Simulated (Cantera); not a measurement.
Input (Python, Cantera):

```python
import numpy as np
import cantera as ct

gas = ct.Solution("h2o2.yaml")
gas.TPX = 550, 101325, {'H2': 1, 'O2': 0.312, 'N2': 1.17}
flame = ct.FreeFlame(gas, width=0.04)
flame.set_refine_criteria(ratio=3, slope=0.08, curve=0.16)
flame.transport_model = "mixture-averaged"
flame.solve(loglevel=0, auto=True)
flame.transport_model = "multicomponent"
flame.soret_enabled = False
flame.solve(loglevel=0, refine_grid=True)
z, T = flame.grid, flame.T
thick = (T[-1] - T[0]) / np.gradient(T, z).max()
show = ['H2', 'O2', 'O', 'H', 'H2O', 'H2O2']
print(f"laminar burning velocity  {flame.velocity[0] * 100:.3f} cm/s")
print(f"burnt temperature         {T[-1]:.1f} K")
print(f"thermal thickness         {thick * 1e3:.4f} mm")
print(f"grid points               {len(z)}")
z0 = z[flame.heat_release_rate.argmax()]
print(f"{'z/mm':>9s}{'T/K':>9s}{'u/(m/s)':>9s}" + "".join(f"{s:>11s}" for s in show))
rows = []
for k in (-3, -2, -1.5, -1, -0.5, -0.25, 0, 0.25, 0.5, 1, 2, 4, 8):
    zz = z0 + k * thick
    rows.append([k * thick, np.interp(zz, z, T), np.interp(zz, z, flame.velocity),
                 *(np.interp(zz, z, flame.X[gas.species_index(s)]) for s in show)])
    print(f"{rows[-1][0] * 1e3:9.3f}{rows[-1][1]:9.1f}{rows[-1][2]:9.3f}" + "".join(f"{x:11.3e}" for x in rows[-1][3:]))
```

It prints:

```
laminar burning velocity  766.380 cm/s
burnt temperature         2390.1 K
thermal thickness         0.4283 mm
grid points               140
     z/mm      T/K  u/(m/s)         H2         O2          O          H        H2O       H2O2
   -1.285    550.0    7.664  4.029e-01  1.257e-01  1.115e-15  2.157e-16  2.128e-13  7.389e-16
   -0.857    550.0    7.664  4.029e-01  1.257e-01  2.426e-13  1.076e-13  2.673e-11  7.557e-14
   -0.642    550.0    7.664  4.029e-01  1.257e-01  1.591e-11  3.923e-11  1.007e-09  3.945e-12
   -0.428    550.0    7.664  4.029e-01  1.257e-01  1.465e-09  1.395e-08  7.484e-08  4.231e-10
   -0.214    566.8    7.875  4.005e-01  1.256e-01  8.604e-06  1.750e-04  6.681e-04  3.979e-06
   -0.107    797.3   10.875  3.701e-01  1.187e-01  3.198e-04  8.219e-03  2.011e-02  1.563e-05
    0.000   1237.9   16.325  2.578e-01  7.780e-02  4.261e-03  5.126e-02  1.093e-01  2.947e-06
    0.107   1538.8   19.993  1.568e-01  2.140e-02  6.141e-03  8.757e-02  2.164e-01  1.706e-06
    0.214   1670.2   21.544  1.361e-01  6.619e-03  4.956e-03  8.909e-02  2.459e-01  1.105e-06
    0.428   1802.1   23.043  1.387e-01  3.329e-03  3.998e-03  7.657e-02  2.544e-01  6.492e-07
    0.857   1939.2   24.551  1.460e-01  2.295e-03  2.942e-03  6.043e-02  2.600e-01  3.496e-07
    1.713   2073.1   25.980  1.528e-01  1.401e-03  1.855e-03  4.463e-02  2.664e-01  1.841e-07
    3.426   2188.2   27.172  1.584e-01  7.358e-04  9.957e-04  3.095e-02  2.727e-01  1.001e-07
```

Detailed kinetics in Cantera: the H2/O2 subset of GRI-Mech 3.0, which has no nitrogen chemistry. Burning velocities carry a grid error of a few per cent, more on coarse grids.
